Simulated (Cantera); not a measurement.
A jet of 8.82 % CH₄, 12.9 % O₂, 78.3 % N₂, equivalence ratio 1.4 at 300 K and 0.200 bar hits a platinum plate 7.3 cm away at a mass flux of 0.025 kg/m²/s; the plate temperature is set and raised in steps from an oxygen-covered start.

Cantera simulation using Deutschmann's 1995 Pt surface mechanism with GRI-Mech 3.0 gas chemistry; the numbers are that mechanism's predictions, not measurements. Catalytic surfaces can have several steady states; this one follows from the mechanism file's or the stated starting coverage.

One state of this run: wall x CH₄ = 0.00231; wall x O₂ = 0.000985; wall x H₂O = 0.131; wall x OH = <1e-8; wall x CO = 0.0800; wall x CO₂ = 0.0105; θ free Pt = 0.733; θ H* = 0.00263; θ CO* = 0.245; θ C* = 0.0190. x: mole fraction at the wall; θ: surface coverage.

Problem. Which value of plate T (K) does it belong to?
(A) 900
(B) 1050
(C) 1100
(D) 950

Solution. B, 1050
